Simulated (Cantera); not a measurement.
Input: 1 mol FeS, 1.3 mol H₂, 0.41 mol N₂, at 16.0 mbar.

Method: chemical equilibrium by Gibbs-energy minimisation in Cantera with the NASA 1993 tables (ideal gas, pure condensed phases). Candidate condensed phases: Fe, FeS, FeS₂, S; 16 gas species. Metal and sulfide melt together well below either melting point, which pure phases cannot show. Mutual solubility and eutectic melting of coexisting phases are not modelled. FeS: taken at fixed stoichiometry. Rates play no part.

At 1348 K, list the 6 most abundant gas species with their mole fractions, and the condensed phases.

H₂ 0.753, N₂ 0.240, H₂S 0.00666, S₂ 7.18e-5, SH 6.09e-5, H 1.59e-5. Condensed: Fe(γ) + FeS(s).
